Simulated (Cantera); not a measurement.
# Low-pressure radical oxidation in H2/O2

A perfectly stirred reactor is fed with H2 : O2 = 0.11 : 1 (molar parts), equivalence ratio 0.055, at 2670 Pa; it is held at 1250 K, and followed from long to short residence time.

Model: the H2/O2 subset of GRI-Mech 3.0, which has no nitrogen chemistry, integrated in Cantera. Radical loss at walls, strong at low pressure, is not modelled. The temperature is held fixed by assumption; the heat of reaction is taken as removed at once.

```tsv
τ (s)	x H2	x O2	x OH	x O	x H2O2
17	3.01e-5	0.895	0.000499	0.000232	6.28e-8
4.7	6.88e-5	0.895	0.000767	0.000550	9.87e-8
1.3	0.000155	0.894	0.00118	0.00129	1.47e-7
0.36	0.000345	0.892	0.00180	0.00299	2.07e-7
0.10	0.000747	0.888	0.00274	0.00671	2.73e-7
0.028	0.00157	0.879	0.00405	0.0141	3.31e-7
0.0076	0.00324	0.865	0.00575	0.0263	3.74e-7
0.0021	0.00659	0.850	0.00754	0.0372	4.22e-7
0.00058	0.0149	0.847	0.00939	0.0374	5.27e-7
```
x: mole fraction; the columns are a selection and need not sum to one.
